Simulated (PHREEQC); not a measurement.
0.013 g of hydrous ferric oxide (600 m²/g; 0.2 weak and 0.005 strong sites per Fe, Dzombak-Morel constants, diffuse double layer) in 1 kg of water with 0.001 mol/kgw of an inert sodium salt and 3.9e-08 mol NaH2PO4, 1.7e-06 mol Na2HAsO4 and 4.2e-07 mol NiCl2, at 25 °C; the pH is set by adding NaOH or the inert anion's acid. O2 is buffered at 0.21 atm. CO2 from the air is kept out. No solid was allowed to form.

Computed with PHREEQC (ion-association model, wateq4f.dat).

**Question.** Predict surface charge σ (C/m²) at pH = 3, 3.75, 4.88, 7.5, 8.25.

**Answer.** 
| pH | surface charge σ (C/m²) |
|---|---|
| 3 | 0.229 |
| 3.75 | 0.124 |
| 4.88 | 0.044 |
| 7.5 | 0.001 |
| 8.25 | -0.002 |

H3PO4, which wateq4f.dat lacks, is added to it with the constant of phreeqc.dat. The database has no phosphate complexes of Ni. The database has no arsenate complexes of Ni. The oxide is taken as insoluble; below pH 4 it would dissolve.
